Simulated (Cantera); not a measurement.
Input (Python, Cantera) and output of one run.

```python
import numpy as np
import cantera as ct

gas_names = """
    H H2 N NH NH2 NH3 N2 N2H2 N2H4 Zr ZrN
""".split()
cond_names = """
    Zr(a) Zr(b) Zr(L) ZrN(s) ZrN(L)
""".split()


# ... load() reads the species with a 1 bar reference pressure and builds the phases ...
atoms = {
    'Zr': {'Zr': 1},
    'NH3': {'N': 1, 'H': 3},
}
top_T = {}  # K; cautious upper limits of use, not melting points


# ... equilibrate(T, P, feed) seeds the gas with the atoms and calls Mixture.equilibrate('TP', solver="vcs", rtol=1e-11, max_steps=5000) ...
results = []
feed = {'Zr': 1, 'NH3': 0.42}  # mol
T = 2200  # K
P = 1333.22  # Pa
mix = equilibrate(T, P, feed)
results.append((T, P, feed, dict(zip(mix.species_names, mix.species_moles))))
x = sorted(zip(gas.X, gas.species_names), reverse=True)
print(f"T = {T:g} K  P = {P:g} Pa  gas = {mix.phase_moles(0):.4g} mol")
print("   x: " + "  ".join(f"{s} {v:.3e}" for v, s in x if v > 1e-06))
print("   condensed (mol): " + ("  ".join(f"{mix.phase(i).name} {mix.phase_moles(i):.4g}"
      for i in range(1, mix.n_phases) if mix.phase_moles(i) > 1e-12) or "none"))
```

Result:

```
T = 2200 K  P = 1333.22 Pa  gas = 0.6454 mol
   x: H2 9.524e-01  H 4.760e-02  Zr 4.728e-06  N2 1.240e-06
   condensed (mol): Zr(L) 0.58  ZrN(s) 0.42
```

Cantera equilibrium calculation (NASA polynomials, part measured and part estimated; ideal gas, pure solids and liquids). Mutual solubility and eutectic melting of coexisting phases are not modelled. ZrN: taken at fixed stoichiometry. Condensed phases not in the tables: N, O or C dissolved in the metal.
